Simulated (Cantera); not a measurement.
An isothermal, constant-pressure homogeneous reactor starts with 37.0 % NO, 63.0 % N₂, at 1898 K and 62.3 Torr.

Model: GRI-Mech 3.0 (53 species, 325 reactions), integrated in Cantera.

One state of this run: x NO = 0.336; x O₂ = 0.0171; x O = 0.000160; x N₂O = 4.44e-5; x NO₂ = 6.02e-5; x N₂ = 0.647. x: mole fraction; the columns are a selection and need not sum to one.

Q: Which value of t (s) does it belong to?
A) 0.00262
B) 0.000600
C) 0.957
D) 2.00

A: D, 2.00
